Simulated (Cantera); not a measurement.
A closed system holds: 1 mol Fe, 0.039 mol CO₂, 1.9 mol H₂, equilibrated at 1400 °C and 8250 Torr.

Method: chemical equilibrium by Gibbs-energy minimisation in Cantera with the NASA 1993 tables (ideal gas, pure condensed phases). Candidate condensed phases: C, C₆H₆, C₇H₈, C₈H₁₈, Fe, Fe(CO)₅, FeO, Fe(OH)₂, Fe(OH)₃, Fe₂O₃, Fe₃O₄, H₂O; 114 gas species. The numbers say what is thermodynamically allowed, not how fast it happens.

Base state: H₂ 0.960, H₂O 0.0201, CO 0.0199, CO₂ 0.000126, CH₄ 7.24e-5, H 3.37e-5 (mole fractions); condensed: Fe(δ).

Q: What changes in the equilibrium state with this change: Fe replaced by Pb?

A: 
```
species       before     after
----------  --------  --------
H₂             0.960     0.950
H₂O           0.0201    0.0199
CO            0.0199    0.0197
Pb                 0   0.00994
Pb₂                0   1.11e-5
CH₄          7.24e-5   7.03e-5
CO₂         0.000126  0.000125
Fe(δ), mol     1.000         0
Pb(l), mol         0     0.980
```
Further candidate phases: Pb, PbO, PbO₂, Pb₃O₄.
